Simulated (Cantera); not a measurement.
Charge: 1 mol SiH₄, 1.6 mol NO, 0.58 mol H₂, equilibrated at 725 K and 0.00290 bar.

These are equilibrium values from Cantera (NASA tables, ideal gas, pure condensed phases), not measurements of a reactor. Candidate condensed phases: H₂O, Si, SiO₂, Si₂N₂O, Si₃N₄; 35 gas species. Kinetics and transport are ignored.

Problem. What is the equilibrium state?

Solution. 
```json
{
  "x(H₂)": "0.795",
  "x(N₂)": "0.205",
  "x(NH₃)": "6.38e-6",
  "x(H₂O)": "1.37e-6",
  "n(SiO₂(α-quartz))": "0.733 mol",
  "n(Si₂N₂O(s))": "0.133 mol",
  "gas_amount": "3.247 mol",
  "log10 activity of Si(s) (absent)": "-14.69"
}
```
